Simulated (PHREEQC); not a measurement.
Dissolve 0.11 mol CaCl2 and 0.31 mol KBr per kg of water at 25 °C. Closed to the air; pH follows from the charge balance.

Model: Pitzer model, pitzer.dat, run in PHREEQC.

Precipitation was switched off in this run.

Task: Estimate the activity of water, specific conductance.

Result: activity of water 0.985; specific conductance 49300 µS/cm.
